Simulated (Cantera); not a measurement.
**Si + HF (silicon etching in halogen gases)**

Feed: 1 mol Si, a varied amount of HF, held at 652 °C and 0.260 bar.

These are equilibrium values from Cantera (NASA tables, ideal gas, pure condensed phases), not measurements of a reactor. Candidate condensed phases: Si; 25 gas species. The tables' values for SiF3 are old estimates; treat these amounts as uncertain. Rates play no part.

At 2.5 mol HF the condensed part is Si(s). From 5 mol HF to 18 mol HF nothing is condensed. The main Si-bearing gas is SiF4 throughout.

```
n(HF) (mol)     x HF   x H2  x SiF4  x SiHF3  x SiH2F2  n Si(s)
-----------  -------  -----  ------  -------  --------  -------
2.5          5.15e-6  0.658   0.317   0.0232  0.000930    0.363
5              0.250  0.500   0.250  2.85e-7    <1e-12        0
7.6            0.545  0.303   0.152  4.80e-8    <1e-12        0
10             0.667  0.222   0.111  2.11e-8    <1e-12        0
13             0.750  0.167  0.0833  1.06e-8    <1e-12        0
15             0.786  0.143  0.0714  7.41e-9    <1e-12        0
18             0.824  0.118  0.0588  4.80e-9    <1e-12        0
```
x: gas mole fraction; n: condensed amount in mol.
